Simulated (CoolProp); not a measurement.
CHF3 (R23) along the isobar 0.529 MPa: fugacity coefficient from the reference equation and from simpler models built on Tc = 299.3 K, pc = 4.832 MPa, ω = 0.263; each cubic takes its own stable root.

Values from CoolProp's reference Helmholtz-energy equation of state, Penoncello 2003.

```tsv
T (K)	phase	reference
169.4	liquid	0.04509
191.3	liquid	0.1880
213.1	liquid	0.5451
234.9	gas	0.9074
256.7	gas	0.9330
278.6	gas	0.9496
300.4	gas	0.9612
322.2	gas	0.9695
344	gas	0.9758
365.9	gas	0.9806
387.7	gas	0.9844
409.5	gas	0.9874
431.3	gas	0.9898
453.2	gas	0.9917
475	gas	0.9933
```

Task: How far does each simpler model (van der Waals, Peng-Robinson) lie from the reference over these 15 states: mean and median of the absolute difference, and the worst?

Result: 
- van der Waals: mean 102.7 %, median 0.4 %, worst +1077.6 % at 169.4 K and 0.529 MPa
- Peng-Robinson: mean 0.4 %, median 0.2 %, worst +1.2 % at 213.1 K and 0.529 MPa

At some of these states van der Waals gives the other phase, because its saturation line lies elsewhere.
